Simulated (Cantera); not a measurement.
What does this Cantera script print?

```python
import numpy as np
import cantera as ct

gas_names = """
    C CN CO CO2 C2 CCN CNC C2N2 C2O C3 C3O2 C4 C4N2 C5 N NCO NO NO2 NO3 N2 N2O O O2 O3 Pb PbO Pb2
""".split()
cond_names = """
    C(gr) Pb(cr) Pb(L) PbO(rd) PbO(yw) PbO(L) PbO2(s) Pb3O4(s)
""".split()


# ... load() reads the species with a 1 bar reference pressure and builds the phases ...
atoms = {
    'PbO': {'Pb': 1, 'O': 1},
    'C': {'C': 1},
    'N2': {'N': 2},
}
top_T = {'C(gr)': 4500, 'Pb3O4(s)': 820}  # K; cautious upper limits of use, not melting points


# ... equilibrate(T, P, feed) seeds the gas with the atoms and calls Mixture.equilibrate('TP', solver="vcs", rtol=1e-11, max_steps=5000) ...
results = []
feed = {'PbO': 1, 'C': 1.1, 'N2': 0.4}  # mol
T = 1623  # K
P = 101325  # Pa
mix = equilibrate(T, P, feed)
results.append((T, P, feed, dict(zip(mix.species_names, mix.species_moles))))
x = sorted(zip(gas.X, gas.species_names), reverse=True)
print(f"T = {T:g} K  P = {P:g} Pa  gas = {mix.phase_moles(0):.4g} mol")
print("   x: " + "  ".join(f"{s} {v:.3e}" for v, s in x if v > 1e-06))
print("   condensed (mol): " + ("  ".join(f"{mix.phase(i).name} {mix.phase_moles(i):.4g}"
      for i in range(1, mix.n_phases) if mix.phase_moles(i) > 1e-12) or "none"))
```

It prints:

```
T = 1623 K  P = 101325 Pa  gas = 1.509 mol
   x: CO 6.624e-01  N2 2.650e-01  Pb 7.241e-02  CO2 1.086e-04  Pb2 6.232e-05
   condensed (mol): C(gr) 0.1002  Pb(L) 0.8905
```

Cantera equilibrium calculation (NASA polynomials, part measured and part estimated; ideal gas, pure solids and liquids).
